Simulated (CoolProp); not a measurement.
Vapour-liquid equilibrium of R134a (1) + R227EA (2) at -10.85 °C; x and y are mole fractions of (1).

Values from CoolProp's multi-fluid Helmholtz-energy mixture model, Tillner-Roth 1994 and Lemmon 2016; pair parameters Bell 2016.

Question: Give the bubble pressure and the first vapour's composition at x = 0.35, 0.425, 0.725. Is there an azeotrope?

Answer: x = 0.35: 0.1573 MPa, y = 0.456; x = 0.425: 0.1627 MPa, y = 0.530; x = 0.725: 0.1811 MPa, y = 0.784. No azeotrope shows between x = 0.05 and 0.95.

Pair parameters are fitted to limited data, so mixtures are less certain than the pure fluids.
